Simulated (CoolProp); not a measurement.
Computed with CoolProp (reference Helmholtz-energy equation of state, de Reuck 1990).

Question: Give the vapour pressure (kPa), liquid density (kg/m³), vapour Z of saturated fluorine at 98.2, 126.9 K.

Answer: 
| T (K) | p (kPa) | liquid density (kg/m³) | vapour Z |
|---|---|---|---|
| 98.2 | 369 | 1400 | 0.917 |
| 126.9 | 2360 | 1130 | 0.708 |
